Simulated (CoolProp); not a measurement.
Aqueous magnesium chloride as a coolant, 19 % by mass, freezing at -25.9 °C, 1 atm.

Computed with CoolProp (Melinder's fits for secondary coolants).

| T (°C) | density (kg/m³) | conductivity (W/(m K)) | Prandtl number | viscosity (mPa s) |
|---|---|---|---|---|
| -16.5 | ? | 0.490 | 50.3 | 8.06 |
| -7.6 | 1174 | 0.504 | 35.5 | ? |
| 1.4 | 1172 | 0.519 | 25.5 | 4.27 |
| 10.3 | 1169 | 0.534 | 18.8 | 3.21 |
| 19.3 | 1166 | 0.550 | 14.0 | ? |
| 28.2 | ? | 0.565 | 10.6 | 1.88 |
| 37.2 | 1158 | 0.579 | 8.04 | 1.45 |

**Question.** What belongs in the gaps?

**Answer.** 
- -16.5, density (kg/m³): 1176
- -7.6, viscosity (mPa s): 5.82
- 19.3, viscosity (mPa s): 2.44
- 28.2, density (kg/m³): 1162
